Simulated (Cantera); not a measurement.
Pyrogenic steam for wet oxidation

A perfectly stirred reactor is fed with 13.3 % H2, 11.1 % O2, 75.6 % N2, equivalence ratio 0.60, at 0.355 atm; it is held at 1075 K, and followed from long to short residence time.

Cantera simulation using GRI-Mech 3.0 (53 species, 325 reactions); the numbers are that mechanism's predictions, not measurements. The temperature is held fixed by assumption; the heat of reaction is taken as removed at once.

```json
[
 {"τ (s)": "26", "x H2": "4.17e-5", "x O2": "0.0476", "x O": "1.85e-6", "x NO": "9.51e-8", "x OH": "2.36e-5", "x HO2": "1.27e-6", "x N2O": "3.83e-7"},
 {"τ (s)": "4.8", "x H2": "0.000132", "x O2": "0.0477", "x O": "6.46e-6", "x NO": "6.01e-8", "x OH": "4.01e-5", "x HO2": "3.41e-6", "x N2O": "3.12e-7"},
 {"τ (s)": "0.88", "x H2": "0.000400", "x O2": "0.0478", "x O": "2.25e-5", "x NO": "4.92e-8", "x OH": "7.17e-5", "x HO2": "7.42e-6", "x N2O": "2.29e-7"},
 {"τ (s)": "0.16", "x H2": "0.00113", "x O2": "0.0481", "x O": "7.43e-5", "x NO": "8.00e-8", "x OH": "0.000137", "x HO2": "1.26e-5", "x N2O": "1.52e-7"},
 {"τ (s)": "0.030", "x H2": "0.00294", "x O2": "0.0489", "x O": "0.000220", "x NO": "1.97e-7", "x OH": "0.000271", "x HO2": "1.74e-5", "x N2O": "9.13e-8"},
 {"τ (s)": "0.0055", "x H2": "0.00743", "x O2": "0.0509", "x O": "0.000607", "x NO": "4.83e-7", "x OH": "0.000545", "x HO2": "2.11e-5", "x N2O": "4.98e-8"},
 {"τ (s)": "0.0010", "x H2": "0.0183", "x O2": "0.0564", "x O": "0.00153", "x NO": "9.48e-7", "x OH": "0.00104", "x HO2": "2.38e-5", "x N2O": "2.54e-8"},
 {"τ (s)": "0.00018", "x H2": "0.0438", "x O2": "0.0699", "x O": "0.00309", "x NO": "9.97e-7", "x OH": "0.00164", "x HO2": "2.57e-5", "x N2O": "1.12e-8"}
]
```
x: mole fraction; the columns are a selection and need not sum to one.
